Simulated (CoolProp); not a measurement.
A closed Brayton cycle with carbon dioxide: compressor inlet 315.15 K and 10 MPa, high pressure 18.6 MPa, turbine inlet 835 K, compressor efficiency 0.85, turbine efficiency 0.9, recuperator effectiveness 0.95 (on enthalpy, no pinch check). Each further row changes one setting.

Model: reference Helmholtz-energy equation of state, Span 1996, in CoolProp.

```json
[
 {"case": "as stated", "thermal efficiency (%)": "33.2", "net work (kJ/kg)": "69.2", "compressor to turbine work": "0.19", "compressor exit (K)": "337.9", "turbine exit (K)": "758.8"},
 {"case": "turbine inlet 785 K", "thermal efficiency (%)": "31.8", "net work (kJ/kg)": "63.5", "compressor to turbine work": "0.20", "compressor exit (K)": "337.9", "turbine exit (K)": "711.6"},
 {"case": "compressor inlet 325.15 K", "thermal efficiency (%)": "33.3", "net work (kJ/kg)": "61.3", "compressor to turbine work": "0.28", "compressor exit (K)": "366.4", "turbine exit (K)": "758.8"},
 {"case": "high pressure 15.8 MPa", "thermal efficiency (%)": "29.9", "net work (kJ/kg)": "52.6", "compressor to turbine work": "0.17", "compressor exit (K)": "331.7", "turbine exit (K)": "778.6"},
 {"case": "recuperator effectiveness 0.5", "thermal efficiency (%)": "15.5", "net work (kJ/kg)": "69.2", "compressor to turbine work": "0.19", "compressor exit (K)": "337.9", "turbine exit (K)": "758.8"}
]
```
